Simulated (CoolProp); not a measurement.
Tetrahydrofuran along the isobar 0.235 MPa: fugacity coefficient from the reference equation and from simpler models built on Tc = 540.2 K, pc = 5.304 MPa, ω = 0.234; each cubic takes its own stable root.

Model: reference Helmholtz-energy equation of state, Fiedler 2023, in CoolProp.

```json
[
 {"T (K)": "189.1", "phase": "liquid", "reference": "2.455e-5", "van der Waals": "0.03587", "Redlich-Kwong": "6.928e-5", "Soave-Redlich-Kwong": "2.483e-5", "Peng-Robinson": "3.265e-5"},
 {"T (K)": "196.4", "phase": "liquid", "reference": "5.982e-5", "van der Waals": "0.05104", "Redlich-Kwong": "0.0001685", "Soave-Redlich-Kwong": "5.956e-5", "Peng-Robinson": "7.610e-5"},
 {"T (K)": "203.8", "phase": "liquid", "reference": "0.0001369", "van der Waals": "0.07108", "Redlich-Kwong": "0.0003820", "Soave-Redlich-Kwong": "0.0001347", "Peng-Robinson": "0.0001676"},
 {"T (K)": "211.2", "phase": "liquid", "reference": "[?]", "van der Waals": "0.09669", "Redlich-Kwong": "0.0008055", "Soave-Redlich-Kwong": "0.0002857", "Peng-Robinson": "0.0003473"},
 {"T (K)": "218.6", "phase": "liquid", "reference": "0.0005918", "van der Waals": "0.1287", "Redlich-Kwong": "0.001593", "Soave-Redlich-Kwong": "0.0005724", "Peng-Robinson": "0.0006813"},
 {"T (K)": "225.9", "phase": "liquid", "reference": "0.001123", "van der Waals": "0.1676", "Redlich-Kwong": "0.002954", "Soave-Redlich-Kwong": "0.001081", "Peng-Robinson": "0.001262"},
 {"T (K)": "233.3", "phase": "liquid", "reference": "0.002049", "van der Waals": "0.2152", "Redlich-Kwong": "0.005253", "Soave-Redlich-Kwong": "0.001965", "Peng-Robinson": "0.002255"},
 {"T (K)": "240.7", "phase": "liquid", "reference": "0.003582", "van der Waals": "0.2720", "Redlich-Kwong": "0.008929", "Soave-Redlich-Kwong": "0.003428", "Peng-Robinson": "0.003873"},
 {"T (K)": "248.1", "phase": "liquid", "reference": "0.006023", "van der Waals": "0.3388", "Redlich-Kwong": "0.01458", "Soave-Redlich-Kwong": "0.005756", "Peng-Robinson": "0.006412"},
 {"T (K)": "255.5", "phase": "liquid", "reference": "0.009773", "van der Waals": "0.4166", "Redlich-Kwong": "0.02294", "Soave-Redlich-Kwong": "0.009340", "Peng-Robinson": "[?]"},
 {"T (K)": "262.8", "phase": "liquid", "reference": "0.01526", "van der Waals": "0.5049", "Redlich-Kwong": "0.03476", "Soave-Redlich-Kwong": "0.01460", "Peng-Robinson": "0.01587"},
 {"T (K)": "270.2", "phase": "liquid", "reference": "0.02330", "van der Waals": "0.6067", "Redlich-Kwong": "0.05142", "Soave-Redlich-Kwong": "0.02231", "Peng-Robinson": "0.02400"},
 {"T (K)": "277.6", "phase": "liquid", "reference": "0.03462", "van der Waals": "0.7217", "Redlich-Kwong": "0.07404", "Soave-Redlich-Kwong": "0.03322", "Peng-Robinson": "0.03538"},
 {"T (K)": "285", "phase": "liquid", "reference": "0.05018", "van der Waals": "0.8503", "Redlich-Kwong": "0.1040", "Soave-Redlich-Kwong": "0.04826", "Peng-Robinson": "0.05096"},
 {"T (K)": "292.3", "phase": "liquid", "reference": "0.07079", "van der Waals": "0.9464", "Redlich-Kwong": "0.1423", "Soave-Redlich-Kwong": "0.06827", "Peng-Robinson": "[?]"},
 {"T (K)": "299.7", "phase": "liquid", "reference": "0.09829", "van der Waals": "0.9493", "Redlich-Kwong": "0.1916", "Soave-Redlich-Kwong": "0.09506", "Peng-Robinson": "0.09887"}
]
```

Problem. What belongs in the gaps?

Solution. 
- 211.2, reference: 0.0002933
- 255.5, Peng-Robinson: 0.01027
- 292.3, Peng-Robinson: 0.07152

At some of these states van der Waals gives the other phase, because its saturation line lies elsewhere.
